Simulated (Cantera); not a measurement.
Input: 1 mol Si₂H₆, 0.26 mol O₃, equilibrated at 2.70 Torr.

Method: chemical equilibrium by Gibbs-energy minimisation in Cantera with the NASA 1993 tables (ideal gas, pure condensed phases). Candidate condensed phases: H₂O, Si, SiO₂; 18 gas species. The feed counts by its element totals alone. Mutual solubility and eutectic melting of coexisting phases are not modelled. The tables hold silica as quartz up to 1696 K and as liquid above; real silica turns to tridymite and cristobalite and melts near 1996 K. Gases not in the tables: Si₂H₆ and higher silanes. Rates play no part.

Q: Which condensed phases are stable at each of these points (T (°C)): 652, 727, 802, 877, 952, 1027, 1102, 1177, 1252, 1327, 1402, 1477, 1552?

A: 
```
T (°C)        condensed phases  Si condensed (%)
------  ----------------------  ----------------
652     Si(s) + SiO₂(β-quartz)             100.0
727     Si(s) + SiO₂(β-quartz)             100.0
802     Si(s) + SiO₂(β-quartz)             100.0
877     Si(s) + SiO₂(β-quartz)             100.0
952     Si(s) + SiO₂(β-quartz)             100.0
1027    Si(s) + SiO₂(β-quartz)              99.7
1102    Si(s) + SiO₂(β-quartz)              98.2
1177    Si(s) + SiO₂(β-quartz)              91.1
1252                     Si(s)              61.0
1327                     Si(s)              61.0
1402                     Si(s)              61.0
1477                     Si(l)              60.9
1552                     Si(l)              60.7
```

From 652 °C to 1177 °C the condensed part is Si(s) + SiO₂(β-quartz). From 1252 °C to 1402 °C the condensed part is Si(s). From 1477 °C to 1552 °C the condensed part is Si(l).
